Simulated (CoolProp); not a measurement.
Vapour-liquid equilibrium of n-heptane (1) + ethylbenzene (2) at 0.995 bar; x and y are mole fractions of (1).

Computed with CoolProp (multi-fluid Helmholtz-energy mixture model, Span 2003 and Zhou 2012; pair parameters Bell 2016).

Problem. Give the bubble temperature and the first vapour's composition at x = 0.125, 0.2, 0.425. Is there an azeotrope?

Solution. x = 0.125: 125.9 °C, y = 0.319; x = 0.2: 121.5 °C, y = 0.444; x = 0.425: 112.0 °C, y = 0.683. No azeotrope shows between x = 0.05 and 0.95.

Pair parameters are fitted to limited data, so mixtures are less certain than the pure fluids.
